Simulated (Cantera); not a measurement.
Input: 1 mol C2F6, 0.022 mol CH4, 0.48 mol H2, held at 725 K and 2.55 Torr.

Equilibrium computed with Cantera from the NASA thermochemical tables; the gas is ideal and each condensed phase is pure. Candidate condensed phases: C, C6H6, C7H8, C8H18; 95 gas species. The feed counts by its element totals alone. Condensed phases not in the tables: fluorocarbon polymer. Gases not in the tables: C2F6 and larger saturated fluorocarbons. Rates play no part.

Base state: CF4 0.542, HF 0.458 (mole fractions); condensed: C(graphite).

**Question.** What changes in the equilibrium state with this change: C2F6 replaced by CH3F?

**Answer.** 
```
species           before    after
----------------  ------  -------
H2                 <1e-9    0.595
HF                 0.458    0.399
CH4                <1e-9  0.00618
CF4                0.542    <1e-9
C(graphite), mol   0.784     1.01
```

**Question.** What changes in the equilibrium state with this change: temperature from 725 K to 3200 K?

**Answer.** 
| species | before | after |
|---|---|---|
| F | <1e-9 | 0.688 |
| HF | 0.458 | 0.116 |
| C3 | <1e-9 | 0.0560 |
| CF4 | 0.542 | <1e-9 |
| CF | <1e-9 | 0.0512 |
| C | <1e-9 | 0.0387 |
| H | <1e-9 | 0.0340 |
| C2 | <1e-9 | 0.0136 |
| CF2 | <1e-9 | 0.00168 |
| C5 | <1e-9 | 0.000345 |
| C2H | <1e-9 | 0.000156 |
| C4 | <1e-9 | 0.000142 |
| H2 | <1e-9 | 4.97e-5 |
| C(graphite), mol | 0.784 | 0 |
